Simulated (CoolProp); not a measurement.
n-nonane along the isobar 0.51 MPa: fugacity coefficient from the reference equation and from simpler models built on Tc = 594.5 K, pc = 2.282 MPa, ω = 0.443; each cubic takes its own stable root.

Values from CoolProp's reference Helmholtz-energy equation of state, Lemmon 2006. It is a short technical equation, of lower accuracy than the large ones.

| T (K) | phase | reference | van der Waals | Redlich-Kwong | Soave-Redlich-Kwong | Peng-Robinson |
|---|---|---|---|---|---|---|
| 378.1 | liquid | 0.04969 | 0.4976 | 0.1627 | 0.04966 | 0.05063 |
| 394 | liquid | 0.08340 | 0.6068 | 0.2351 | 0.08382 | 0.08461 |
| 409.8 | liquid | 0.1324 | 0.7268 | 0.3260 | 0.1338 | 0.1340 |
| 425.7 | liquid | 0.2012 | 0.8546 | 0.4381 | 0.2044 | 0.2034 |
| 441.5 | liquid | 0.2928 | 0.8664 | 0.5704 | 0.2989 | 0.2959 |
| 457.4 | liquid | 0.4119 | 0.8770 | 0.7245 | 0.4221 | 0.4162 |
| 473.2 | liquid | 0.5595 | 0.8863 | 0.8567 | 0.5751 | 0.5654 |
| 489.1 | liquid | 0.7395 | 0.8948 | 0.8693 | 0.7615 | 0.7471 |
| 504.9 | gas | 0.8565 | 0.9024 | 0.8805 | 0.8668 | 0.8584 |
| 520.8 | gas | 0.8725 | 0.9093 | 0.8904 | 0.8800 | 0.8716 |
| 536.6 | gas | 0.8861 | 0.9155 | 0.8993 | 0.8917 | 0.8834 |
| 552.5 | gas | 0.8980 | 0.9212 | 0.9073 | 0.9021 | 0.8940 |
| 568.3 | gas | 0.9082 | 0.9263 | 0.9145 | 0.9114 | 0.9034 |
| 584.2 | gas | 0.9173 | 0.9311 | 0.9210 | 0.9198 | 0.9119 |
| 600 | gas | 0.9252 | 0.9354 | 0.9268 | 0.9274 | 0.9196 |

At some of these states van der Waals, Redlich-Kwong gives the other phase, because its saturation line lies elsewhere.
